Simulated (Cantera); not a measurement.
Ignition delay

Mixture: C3H8 : O2 : N2 = 1 : 8.77 : 33 (molar parts), equivalence ratio 0.57, at 38.0 bar, adiabatic and at constant volume. Ignition delay is the time to a rise of 400 K.

Cantera simulation using GRI-Mech 3.0 (53 species, 325 reactions); the numbers are that mechanism's predictions, not measurements. GRI-Mech 3.0 was tuned for natural gas; its chemistry of propane as a main component is partial and can be far from experiment. The pressure lies above the range GRI-Mech 3.0 was tuned for (to about 10 atm).

```csv
T0 (K),delay (ms)
1175,0.757
1275,0.162
1375,0.0397
1475,0.0117
1575,0.00420
1675,0.00183
```

```
Quantity                                                Result
--------------------------------------------------  ----------
apparent activation energy between 1475 and 1675 K  190 kJ/mol
```
